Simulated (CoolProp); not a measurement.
R142b along the isotherm -16.75 °C: fugacity coefficient from the reference equation and from simpler models built on Tc = 137.1 °C, pc = 4055 kPa, ω = 0.232; each cubic takes its own stable root.

Computed with CoolProp (reference Helmholtz-energy equation of state, Lemmon 2006). It is a short technical equation, of lower accuracy than the large ones.

```tsv
p (kPa)	phase	reference
32.1	gas	0.9863
51.8	gas	0.9778
83.7	liquid	0.8517
135	liquid	0.5291
218	liquid	0.3287
353	liquid	0.2041
570	liquid	0.1275
921	liquid	0.07996
1490	liquid	0.05053
2400	liquid	0.03250
3880	liquid	0.02129
6270	liquid	0.01445
10100	liquid	0.01039
```

Problem. How far does each simpler model (van der Waals, Soave-Redlich-Kwong) lie from the reference over these 13 states: mean and median of the absolute difference, and the worst?

Solution. 
- van der Waals: mean 320.6 %, median 456.5 %, worst +604.5 % at -16.75 °C and 10100 kPa
- Soave-Redlich-Kwong: mean 0.8 %, median 0.3 %, worst +3.9 % at -16.75 °C and 10100 kPa

At some of these states van der Waals gives the other phase, because its saturation line lies elsewhere.
